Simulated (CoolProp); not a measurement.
Computed with CoolProp (reference Helmholtz-energy equation of state, Lemmon 2006). It is a short technical equation, of lower accuracy than the large ones.

Problem. Give the vapour pressure (MPa), liquid density (kg/m³), vapour density (kg/m³), liquid cp (kJ/(kg K)) of saturated n-decane at 406.3 K.

Solution. 
```csv
T (K),p (MPa),liquid density (kg/m³),vapour density (kg/m³),liquid cp (kJ/(kg K))
406.3,0.0314,640,1.36,2.63
```
